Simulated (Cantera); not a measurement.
Cantera run, input and output.

```python
import numpy as np
import cantera as ct

gas = ct.Solution("gri30.yaml")


def delay(T, t_max=10):
    gas.TPX = T, 79000, {'CH3OH': 1, 'O2': 1.65, 'N2': 13}
    reactor = ct.IdealGasConstPressureReactor(gas, clone=False)
    net = ct.ReactorNet([reactor])
    net.rtol, net.atol = 1e-8, 1e-16
    while net.time < t_max:
        t_old, T_old = net.time, reactor.T
        net.step()
        if reactor.T > T + 400:  # ignition: a rise of 400 K
            return t_old + (T + 400 - T_old) / (reactor.T - T_old) * (net.time - t_old)
    return np.nan


taus = []
for T in [1025, 1100, 1175, 1250, 1325, 1400, 1475, 1550, 1625]:
    taus.append(delay(T))
    print(f"T0 = {T:6g} K   tau = {taus[-1]:.4e} s")
```

Result:

```
T0 =   1025 K   tau = 4.3589e-01 s
T0 =   1100 K   tau = 8.8739e-02 s
T0 =   1175 K   tau = 2.2492e-02 s
T0 =   1250 K   tau = 6.8943e-03 s
T0 =   1325 K   tau = 2.5015e-03 s
T0 =   1400 K   tau = 1.0601e-03 s
T0 =   1475 K   tau = 5.1728e-04 s
T0 =   1550 K   tau = 2.8858e-04 s
T0 =   1625 K   tau = 1.8458e-04 s
```

Cantera simulation using GRI-Mech 3.0 (53 species, 325 reactions); the numbers are that mechanism's predictions, not measurements. GRI-Mech 3.0 was tuned for natural gas; its chemistry of methanol as a main component is partial and can be far from experiment.
